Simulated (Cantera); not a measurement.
A perfectly stirred reactor is fed with CH₄ : O₂ : N₂ = 1 : 1.33 : 5.01 (molar parts), equivalence ratio 1.5, at 698 Torr; it is adiabatic with a 675 K inlet, and is followed from long to short residence time, starting on the burning branch (τ in s: 0.28, 0.1, 0.038, 0.014, 0.0052, 0.0019, 0.00072, 0.00027, 9.9e-05).

Detailed kinetics in Cantera: GRI-Mech 3.0 (53 species, 325 reactions).

Q: Predict: blow-out, bracketed by the residence times tried; x(CH₄) at τ = 0.280 s; x(O₂) at τ = 0.280 s; x(CO₂) at τ = 0.280 s; x(CH₂O) at τ = 0.280 s; x(HCN) at τ = 0.280 s; x(CH₄) at τ = 5.20 ms; x(O₂) at τ = 5.20 ms; x(CO₂) at τ = 5.20 ms; x(CH₂O) at τ = 5.20 ms; x(HCN) at τ = 5.20 ms.

A: 
| Quantity | Result |
|---|---|
| blow-out, bracketed by the residence times tried | burning at 0.270 ms, out at 99.0 µs |
| x(CH₄) at τ = 0.280 s | 3.44e-5 |
| x(O₂) at τ = 0.280 s | 2.90e-5 |
| x(CO₂) at τ = 0.280 s | 0.0368 |
| x(CH₂O) at τ = 0.280 s | 5.44e-7 |
| x(HCN) at τ = 0.280 s | 6.05e-6 |
| x(CH₄) at τ = 5.20 ms | 0.000361 |
| x(O₂) at τ = 5.20 ms | 0.000600 |
| x(CO₂) at τ = 5.20 ms | 0.0365 |
| x(CH₂O) at τ = 5.20 ms | 1.23e-5 |
| x(HCN) at τ = 5.20 ms | 0.000146 |
